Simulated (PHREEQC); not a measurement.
0.21 g of hydrous ferric oxide (600 m²/g; 0.2 weak and 0.005 strong sites per Fe, Dzombak-Morel constants, diffuse double layer) in 1 kg of water with 0.001 mol/kgw of an inert sodium salt and 0.00039 mol CuSO4, at 25 °C; the pH is set by adding NaOH or the inert anion's acid. Oxygen is held at 0.21 atm. No CO2 enters from the air. Precipitation was switched off in this run.

Base run: PHREEQC, ion-association model, wateq4f.dat. Each further column changes one thing. The table gives Cu sorbed (%).

| pH | base | no electrostatic term (-no_edl) | background salt from 0.001 to 0.0001 mol/kgw | oxide from 0.21 to 1.1 g/kgw | 0.00019 mol/kgw CaCl2 added |
|---|---|---|---|---|---|
| 4 | 2.0 | 2.3 | 2.1 | … | 2.0 |
| 4.75 | 12.4 | … | 12.7 | … | 12.3 |
| 5.5 | 53.6 | 75.5 | 53.9 | 92.1 | 53.5 |
| 5.88 | 68.7 | … | 68.7 | 98.3 | 68.7 |
| 6.62 | 79.1 | 99.4 | … | 99.9 | 79.2 |
| 7.38 | 76.6 | 99.7 | 76.2 | 99.9 | 76.7 |
| 8.12 | 65.5 | 99.1 | 65.3 | 99.9 | 65.6 |
| 8.5 | 60.8 | … | 60.6 | 99.9 | 60.9 |
| 9.25 | 58.0 | 84.6 | 57.9 | 99.9 | 57.1 |
| 10 | 57.1 | … | 57.2 | 99.9 | 44.0 |

Q: Some entries are withheld; supply them.

A: 
- 4, oxide from 0.21 to 1.1 g/kgw: 8.4
- 4.75, no electrostatic term (-no_edl): 19.2
- 4.75, oxide from 0.21 to 1.1 g/kgw: 41.9
- 5.88, no electrostatic term (-no_edl): 91.9
- 6.62, background salt from 0.001 to 0.0001 mol/kgw: 78.7
- 8.5, no electrostatic term (-no_edl): 97.8
- 10, no electrostatic term (-no_edl): 35.9

In at least one series the solution becomes supersaturated in solids that the run did not let form, among them Cu(OH)2, Brochantite, Antlerite. The database's constant for dissolved Cu(OH)2 is higher than later reviews accept.
